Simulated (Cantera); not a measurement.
A diamond (100) surface in a fixed gas of H2 with x(CH4) = 0.0058, x(CH3) = 0.00048, at 1200 K, 120 Torr; coverages are run to steady state.

Detailed kinetics in Cantera: the Harris–Goodwin 1993 mechanism for the reconstructed diamond (100) surface.

θ: site fractions in the mechanism's names (c6HH fully hydrogenated, c6H* and c6*H radical sites, c6** diradical, c6HM methylated).

```
x(H)     growth (µm/h)  θ c6HH  θ c6H*  θ c6*H   θ c6**   θ c6HM
-------  -------------  ------  ------  ------  -------  -------
0.0001            1.55   0.602  0.0264   0.338  0.00399   0.0136
0.00024           4.31   0.515  0.0319   0.408  0.00911   0.0175
0.00057           10.1   0.466  0.0348   0.445   0.0159   0.0199
0.0014               ?   0.442  0.0363   0.464        ?   0.0193
0.0033            37.1   0.435  0.0372   0.475   0.0266   0.0155
0.0079            55.0   0.434  0.0380   0.482   0.0291   0.0100
0.019             69.3   0.435  0.0387   0.487   0.0305  0.00534
0.045             77.8   0.436  0.0399   0.489   0.0313        ?
0.11              83.0   0.436  0.0422   0.488   0.0321  0.00112
```

Question: Complete the blanks.

Answer: 
- 0.0014, growth (µm/h): 21.2
- 0.0014, θ c6**: 0.0224
- 0.045, θ c6HM: 0.00255
